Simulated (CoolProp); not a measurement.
Vapour-liquid equilibrium of R134a (1) + R227EA (2) at 49.55 °C; x and y are mole fractions of (1).

Model: multi-fluid Helmholtz-energy mixture model, Tillner-Roth 1994 and Lemmon 2016; pair parameters Bell 2016, in CoolProp.

| x | bubble pressure (MPa) | y at the bubble point | dew pressure at overall composition x (MPa) | liquid density (mol/L) |
|---|---|---|---|---|
| 0.05 | 0.9307 | 0.068 | 0.9239 | 7.606 |
| 0.15 | 0.9791 | 0.196 | 0.9615 | 7.848 |
| 0.25 | 1.025 | 0.311 | 1.001 | 8.106 |
| 0.35 | 1.070 | 0.418 | 1.041 | 8.383 |
| 0.45 | 1.112 | 0.518 | 1.083 | 8.680 |
| 0.55 | 1.152 | 0.612 | 1.125 | 9.002 |
| 0.65 | 1.190 | 0.702 | 1.168 | 9.350 |
| 0.75 | 1.225 | 0.789 | 1.209 | 9.727 |
| 0.85 | 1.258 | 0.874 | 1.249 | 10.14 |
| 0.95 | 1.289 | 0.958 | 1.286 | 10.58 |

No azeotrope shows between x = 0.05 and 0.95.

Pair parameters are fitted to limited data, so mixtures are less certain than the pure fluids.
